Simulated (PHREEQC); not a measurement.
Dissolve 0.0083 mol CuCl2, 0.066 mol HBF4 and 0.02 mol Na2SO4 per kg of water at 20 °C. Closed to the air; pH follows from the charge balance.

Model: ion-association model, wateq4f.dat, run in PHREEQC.

```csv
quantity,before,after
pH,1.37,5.09
ionic strength (mol/kgw),0.120,0.0703
HSO4- (mol/kgw),0.0116,5.85e-6
Cu+2 (mol/kgw),0.00698,0.00522
SO4-2 (mol/kgw),0.00671,0.0158
CuSO4 (mol/kgw),0.00122,0.00298
SI of Chalcanthite (CuSO4:5H2O),-2.55,-2.16
SI of Mirabilite (Na2SO4:10H2O),-4.32,-3.85
```

**Question.** Name the change that produced these shifts.
A. HBF4 left out
B. 0.0017 mol/kgw HBr added
C. 0.0048 mol/kgw Na2HAsO4 added
D. HBF4 from 0.066 to 0.0066 mol/kgw

**Answer.** A, HBF4 left out

Precipitation was switched off in this run. Some of these states are supersaturated (in Antlerite, Brochantite, for instance). Real BF4- forms and hydrolyses slowly; the run takes it at equilibrium.
